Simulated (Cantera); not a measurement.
Input (Python, Cantera):

```python
import numpy as np
import cantera as ct

gas = ct.Solution("gri30.yaml")
gas.TPX = 1350, 1000000, {'CH4': 0.017, 'O2': 0.0039, 'N2': 1}
reactor = ct.IdealGasConstPressureReactor(gas, energy="off", clone=False)
net = ct.ReactorNet([reactor])
net.rtol, net.atol = 1e-08, 1e-18
show = ['CH4', 'O2', 'CO', 'CH2', 'HO2', 'HCO', 'NO']
times = np.geomspace(3e-05, 200, 13)

steps = ct.SolutionArray(gas, extra=["t"])
rows = []
print(f"{'t/s':>10s}{'T/K':>9s}{'P/Pa':>11s}" + "".join(f"{s:>11s}" for s in show))
for t in times:
    while net.time < t:
        t_next = net.step()
        steps.append(gas.state, t=t_next)
    rows.append([np.interp(t, steps.t, y) for y in (steps.T, steps.P, *steps(*show).X.T)])
    print(f"{t:10.3e}{rows[-1][0]:9.1f}{rows[-1][1]:11.4g}" + "".join(f"{x:11.3e}" for x in rows[-1][2:]))
rate = np.gradient(steps.T, steps.t)
print("integrator steps:", len(steps.t))
if steps.T.max() > steps.T[0] + 200:
    print(f"time of steepest temperature rise: {steps.t[rate.argmax()]:.4e} s")
gas.TPX = 1350, 1000000, {'CH4': 0.017, 'O2': 0.0039, 'N2': 1}
gas.equilibrate("TP")
print(f"equilibrium (TP): T = {gas.T:.1f} K  " + "  ".join(f"{s} {gas[s].X[0]:.3e}" for s in show))
```

Output:

```
       t/s      T/K       P/Pa        CH4         O2         CO        CH2        HO2        HCO         NO
 3.000e-05   1350.0      1e+06  1.665e-02  3.820e-03  1.609e-13  3.472e-15  1.038e-08  2.654e-16  5.224e-18
 1.111e-04   1350.0      1e+06  1.665e-02  3.820e-03  7.943e-12  4.328e-14  2.748e-08  5.582e-15  3.063e-17
 4.116e-04   1350.0      1e+06  1.665e-02  3.820e-03  6.297e-10  5.201e-13  3.573e-08  1.623e-13  2.603e-16
 1.524e-03   1350.0      1e+06  1.665e-02  3.819e-03  3.444e-08  1.548e-12  3.129e-08  2.133e-12  2.049e-15
 5.646e-03   1350.0      1e+06  1.663e-02  3.813e-03  7.712e-07  2.219e-12  3.623e-08  1.139e-11  1.103e-14
 2.091e-02   1350.0      1e+06  1.654e-02  3.781e-03  1.385e-05  5.394e-12  5.419e-08  5.356e-11  8.083e-14
 7.746e-02   1350.0      1e+06  1.599e-02  3.542e-03  1.833e-04  5.214e-11  9.359e-08  1.565e-10  2.124e-12
 2.869e-01   1350.0      1e+06  1.228e-02  1.122e-03  1.991e-03  7.907e-10  1.065e-07  2.118e-10  1.847e-10
 1.063e+00   1350.0      1e+06  1.051e-02  1.978e-05  2.851e-03  2.830e-11  1.399e-09  5.252e-12  1.188e-10
 3.936e+00   1350.0      1e+06  8.989e-03  6.475e-11  2.816e-03  6.095e-12  5.834e-15  4.637e-12  5.205e-12
 1.458e+01   1350.0      1e+06  6.253e-03  8.960e-17  2.789e-03  5.054e-12  9.653e-20  6.641e-12  5.709e-13
 5.400e+01   1350.0      1e+06  5.108e-03  6.669e-17  3.079e-03  4.593e-12  8.956e-20  8.806e-12  4.857e-13
 2.000e+02   1350.0      1e+06  5.242e-03  4.145e-17  3.918e-03  3.771e-12  5.341e-20  1.158e-11  3.393e-13
integrator steps: 1814
equilibrium (TP): T = 1350.0 K  CH4 2.639e-03  O2 1.229e-25  CO 7.507e-03  CH2 8.280e-13  HO2 8.052e-29  HCO 2.775e-11  NO 4.597e-16
```

Computed with Cantera and GRI-Mech 3.0 (53 species, 325 reactions). GRI-Mech 3.0 stops at C3 and has no aromatics, soot or wall deposition, so with more carbon than oxygen in the feed, carbon stays in small species such as C2H2 where larger ones or solid carbon would form.
